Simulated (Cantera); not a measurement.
What does this Cantera script print?

```python
import numpy as np
import cantera as ct

gas_names = """
    H HO2 H2 H2O H2O2 O OH O2 O3 V VO VO2
""".split()
cond_names = """
    H2O(s) H2O(L) V(cr) V(L) VO(s) VO(L) V2O3(s) V2O3(L) V2O4(I) V2O4(II) V2O4(L) V2O5(s) V2O5(L)
""".split()


# ... load() reads the species with a 1 bar reference pressure and builds the phases ...
atoms = {
    'V': {'V': 1},
    'H2O': {'H': 2, 'O': 1},
}
top_T = {}  # K; cautious upper limits of use, not melting points


# ... equilibrate(T, P, feed) seeds the gas with the atoms and calls Mixture.equilibrate('TP', solver="vcs", rtol=1e-11, max_steps=5000) ...
results = []
feed = {'V': 1, 'H2O': 0.011}  # mol
T = 2375  # K
P = 1000  # Pa
mix = equilibrate(T, P, feed)
results.append((T, P, feed, dict(zip(mix.species_names, mix.species_moles))))
x = sorted(zip(gas.X, gas.species_names), reverse=True)
print(f"T = {T:g} K  P = {P:g} Pa  gas = {mix.phase_moles(0):.4g} mol")
print("   x: " + "  ".join(f"{s} {v:.3e}" for v, s in x if v > 0.0001))
print("   condensed (mol): " + ("  ".join(f"{mix.phase(i).name} {mix.phase_moles(i):.4g}"
      for i in range(1, mix.n_phases) if mix.phase_moles(i) > 1e-12) or "none"))
```

It prints:

```
T = 2375 K  P = 1000 Pa  gas = 0.0123 mol
   x: H2 8.290e-01  H 1.284e-01  V 2.407e-02  VO 1.611e-02  VO2 1.486e-03  H2O 9.034e-04
   condensed (mol): V(L) 0.9887  VO(L) 0.01075
```

Cantera equilibrium calculation (NASA polynomials, part measured and part estimated; ideal gas, pure solids and liquids). Each liquid is taken as pure. Mutual solubility and eutectic melting of coexisting phases are not modelled. VO: taken at fixed stoichiometry. Condensed phases not in the tables: N, O or C dissolved in the metal.
